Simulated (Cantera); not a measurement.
Adiabatic ignition

An adiabatic, constant-pressure homogeneous reactor starts with 45.9 % CO, 3.21 % H₂, 10.7 % O₂, 40.2 % N₂, at 1748 K and 1.00 bar.

Computed with Cantera and GRI-Mech 3.0 (53 species, 325 reactions).

```tsv
t (s)	T (K)	x CO	x H₂	x O₂	x O	x NO	x OH
2.00e-6	1748	0.459	0.0321	0.107	2.03e-6	<1e-12	1.11e-6
9.71e-6	1749	0.458	0.0308	0.106	0.000551	2.99e-10	0.000357
4.72e-5	2068	0.358	0.00415	0.0270	0.0427	3.77e-5	0.00639
0.000229	2585	0.347	0.00567	0.0212	0.0201	0.000502	0.0101
0.00111	2888	0.333	0.00571	0.0121	0.00851	0.00485	0.00917
0.00540	2885	0.333	0.00577	0.0114	0.00806	0.00713	0.00895
0.0262	2885	0.333	0.00577	0.0114	0.00806	0.00714	0.00895
0.127	2885	0.333	0.00577	0.0114	0.00806	0.00714	0.00895
0.618	2885	0.333	0.00577	0.0114	0.00806	0.00714	0.00895
3.00	2885	0.333	0.00577	0.0114	0.00806	0.00714	0.00895
```
x: mole fraction; the columns are a selection and need not sum to one.

```
Property                                                            Result
---------------------------------  ---------------------------------------
time of steepest temperature rise                                  17.7 µs
temperature at 3.00 s                                               2885 K
equilibrium temperature                                             2885 K
x(CO) at 3.00 s                        0.333 (gas-phase equilibrium 0.333)
x(H₂) at 3.00 s                    0.00577 (gas-phase equilibrium 0.00577)
x(O₂) at 3.00 s                      0.0114 (gas-phase equilibrium 0.0114)
```
